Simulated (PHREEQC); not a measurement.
Acid mine or pickling water (model solution)

Model water analysis in mmol/kgw, 35 °C, pH 3.41, pe 9.8:

| constituent | mmol/kgw |
|---|---|
| Na | 3.6 |
| K | 6.7 |
| Ca | 6.59 |
| Mg | 3.31 |
| Cl | 2.4 |
| S(6) | 14.1 |
| Pb | 0.00711 |
| B | 0.0388 |
| O(0) (counted as O atoms) | 0.52 |
| Zn | 0.136 |
| Fe(3) | 0.373 |

Valence states are taken as typed.

Equilibrium calculation in PHREEQC: ion-association model, wateq4f.dat.

Each row changes one thing in this solution. No solid was allowed to form.

```json
[
 {"case": "as made", "ionic strength (mol/kgw)": "0.0392", "SO4-2 (mol/kgw)": "0.00965", "Ca+2 (mol/kgw)": "0.00437", "Mg+2 (mol/kgw)": "0.00193", "HSO4- (mol/kgw)": "0.000269", "FeOH+2 (mol/kgw)": "0.000116", "SI of Gypsum (CaSO4:2H2O)": "-0.40", "SI of Anglesite (PbSO4)": "-0.43"},
 {"case": "Fe(3) from 0.373 to 0.746 mmol/kgw", "ionic strength (mol/kgw)": "0.0394", "SO4-2 (mol/kgw)": "0.00953", "Ca+2 (mol/kgw)": "0.00439", "Mg+2 (mol/kgw)": "0.00195", "HSO4- (mol/kgw)": "0.000265", "FeOH+2 (mol/kgw)": "0.000232", "SI of Gypsum (CaSO4:2H2O)": "-0.41", "SI of Anglesite (PbSO4)": "-0.44"},
 {"case": "Cl from 2.4 to 4.8 mmol/kgw", "ionic strength (mol/kgw)": "0.0405", "SO4-2 (mol/kgw)": "0.00969", "Ca+2 (mol/kgw)": "0.00439", "Mg+2 (mol/kgw)": "0.00194", "HSO4- (mol/kgw)": "0.000268", "FeOH+2 (mol/kgw)": "0.000116", "SI of Gypsum (CaSO4:2H2O)": "-0.41", "SI of Anglesite (PbSO4)": "-0.45"}
]
```

Species that the database lacks are ignored. Some of these states are supersaturated (in Jarosite-K, Jarosite-Na, for instance).
